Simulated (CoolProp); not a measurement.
Vapour-liquid equilibrium of acetone (1) + toluene (2) at 295.1 K; x and y are mole fractions of (1).

Values from CoolProp's multi-fluid Helmholtz-energy mixture model, Lemmon 2006 and Lemmon 2006; pair parameters Bell 2016.

Problem. Give the bubble pressure and the first vapour's composition at x = 0.5, 0.65, 0.8. Is there an azeotrope?

Solution. x = 0.5: 0.01758 MPa, y = 0.887; x = 0.65: 0.02024 MPa, y = 0.923; x = 0.8: 0.02295 MPa, y = 0.955. No azeotrope shows between x = 0.05 and 0.95.

The pair parameters rest on a limited set of measurements; away from them the model extrapolates.
